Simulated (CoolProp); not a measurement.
Values from CoolProp's reference Helmholtz-energy equation of state, Platzer 1990. This equation is an older, rougher fit; its heat capacities, sound speeds and derivatives of the liquid may be far off and weren't checked against measurements.

Question: Give the vapour pressure (bar), vapour viscosity (µPa s), liquid conductivity (mW/(m K)) of saturated CF4 (R14) at 181.3 K.

Answer: 
```json
[
 {"T (K)": "181.3", "p (bar)": "7.44", "vapour viscosity (µPa s)": "11.6", "liquid conductivity (mW/(m K))": "68.5"}
]
```

Viscosity comes from a separate model (Huber 2003), an estimate that may be off by 10 % or more. Thermal conductivity comes from a separate model (Huber 2003), an estimate that may be off by 10 % or more.
